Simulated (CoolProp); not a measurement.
Saturation properties of sulfur hexafluoride (Tc = 318.7 K, pc = 3.755 MPa, ω = 0.210).

Model: reference Helmholtz-energy equation of state, Guder 2009, in CoolProp.

| T (K) | p (MPa) | liquid density (kg/m³) | enthalpy of vaporisation (kJ/kg) | vapour Z |
|---|---|---|---|---|
| 243.1 | 0.4915 | 1744 | 101.8 | 0.8806 |
| 246.8 | 0.5586 | 1723 | 99.89 | 0.8694 |
| 250.6 | 0.6344 | 1702 | 97.90 | 0.8572 |
| 254.3 | 0.7153 | 1680 | 95.87 | 0.8446 |
| 258 | 0.8037 | 1658 | 93.76 | 0.8312 |
| 261.7 | 0.8998 | 1635 | 91.56 | 0.8171 |
| 265.4 | 1.004 | 1611 | 89.25 | 0.8022 |
| 269.1 | 1.117 | 1586 | 86.83 | 0.7863 |
